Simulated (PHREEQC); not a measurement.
Make-up at 10 °C: 28 mmol/kgw ZnCl2, 23 mmol/kgw Na2SO4 and 5.1 mmol/kgw HCl. It is in equilibrium with CO2 at log p = -3.5 (atm). Otherwise closed; pH follows from the charge balance.

All values are PHREEQC results (ion-association model, phreeqc.dat), not measurements.

| Quantity | Result |
|---|---|
| pH | 2.51 |
| ionic strength | 0.123 mol/kgw |
| specific conductance | 6590 µS/cm |
| density | 1.006 g/cm³ |
| total alkalinity | -5.10 meq/kg |

```tsv
species	molality	activity	log γ
Cl-	0.0605	0.0457	-0.121
Na+	0.0451	0.0351	-0.109
Zn+2	0.0201	0.00721	-0.444
SO4-2	0.0127	0.00451	-0.449
ZnSO4	0.00656	0.00674	0.012
H+	0.00380	0.00312	-0.086
```

This is a speciation only: nothing precipitates in the calculation. Constants without temperature data keep their 25 °C values here.
